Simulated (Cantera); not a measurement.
Charge: 1 mol Si3N4, a varied amount of CO2, 280 mol H2, held at 1025 K and 1 atm.

Method: chemical equilibrium by Gibbs-energy minimisation in Cantera with the NASA 1993 tables (ideal gas, pure condensed phases). Candidate condensed phases: C, C6H6, C7H8, C8H18, H2O, Si, SiC, SiO2, Si2N2O, Si3N4; 151 gas species. Mutual solubility and eutectic melting of coexisting phases are not modelled. Rates play no part.

### Question
At 0.056 mol CO2, list the 3 most abundant gas species with their mole fractions, and the condensed phases.

### Answer
H2 1.000, CH4 0.000200, N2 0.000130. Condensed: Si2N2O(s) + Si3N4(s).
